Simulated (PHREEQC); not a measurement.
Nickel, zinc or cadmium bath with leach liquor (model solution)

Solution A (0.067 mol/kgw CdCl2, 0.26 mol/kgw NaCl and 6.2e-05 mol/kgw NiCl2) is mixed with solution B (0.0024 mol/kgw H2SO4, 0.00032 mol/kgw NiSO4 and 0.096 mol/kgw MgSO4) at 10 °C; shares are by mass of water, 1 kg in all. Oxygen alone is held at its pressure in air (log pO2 = -0.68). CO2 from the air is kept out. The run lets Brucite, Cd(OH)2, CdOHCl, Ni(OH)2, Ni4(OH)6SO4, Halite, Mirabilite, Epsomite, Morenosite precipitate or redissolve, and no other solid.

Computed with PHREEQC (ion-association model, wateq4f.dat).

Predict pH, CdCl+ (mol/kgw), Ni+2 (mol/kgw) at share of solution B = 0.1, 1.


```
share of solution B    pH  CdCl+ (mol/kgw)  Ni+2 (mol/kgw)
-------------------  ----  ---------------  --------------
0.1                  3.48           0.0345         6.45e-5
1                    2.76                0        0.000178
```

Species that the database lacks are ignored. Away from 25 °C the constants follow the database's enthalpies or fits; those with neither stay at their 25 °C values.
